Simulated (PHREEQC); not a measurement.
Ultrapure water in contact with air or piping: speciation

Model water analysis in mg/kgw, 75 °C, pH 6.72, pe 11:

| constituent | mg/kgw |
|---|---|
| Na | 0.768 |
| K | 0.134 |
| Ca | 2.67 |
| Mg | 0.218 |
| Cl | 1.17 |
| S(6) as SO4 | 4 |
| Alkalinity as HCO3 | 4.72 |
| Cu(2) | 0.198 |
| Ni | 0.00195 |

Valence states are taken as typed.

Computed with PHREEQC (ion-association model, wateq4f.dat).

This is a speciation only: nothing precipitates in the calculation.

Q: Estimate the charge-balance error.

A: charge-balance error 0.2 %.

Q: In which forms is Ca present?

A: Ca+2 99 %, CaSO4 1.0 % of the Ca.

Examples of supersaturated solids here: Malachite, Cu(OH)2. Others may be too. At this temperature some constants are extrapolated from 25 °C, and those without enthalpy data are left unchanged. The database's constant for dissolved Cu(OH)2 is higher than later reviews accept. The database's nickel carbonate constants are estimates that later reviews lower a good deal.
